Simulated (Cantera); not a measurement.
Charge: 1 mol C, 0.6 mol O2, 16 mol N2, held at 2273 K and 0.00133 bar.

These are equilibrium values from Cantera (NASA tables, ideal gas, pure condensed phases), not measurements of a reactor. Candidate condensed phases: C; 24 gas species. Rates play no part.

Base state: N2 0.936, CO 0.0529, CO2 0.00568, O 0.00335, NO 0.00102, O2 0.000832 (mole fractions); condensed: gas only.

### Question
What changes in the equilibrium state with this change: temperature from 2273 K to 550 K?

### Answer
```csv
species,before,after
N2,0.936,0.963
CO2,0.00568,0.0354
CO,0.0529,0.00140
O,0.00335,<1e-9
NO,0.00102,<1e-9
"C(graphite), mol",0,0.388
```

### Question
What changes in the equilibrium state with this change: temperature from 2273 K to 1248 K?

### Answer
```csv
species,before,after
N2,0.936,0.941
CO,0.0529,0.0471
CO2,0.00568,0.0118
O,0.00335,<1e-9
NO,0.00102,<1e-9
O2,0.000832,<1e-9
```
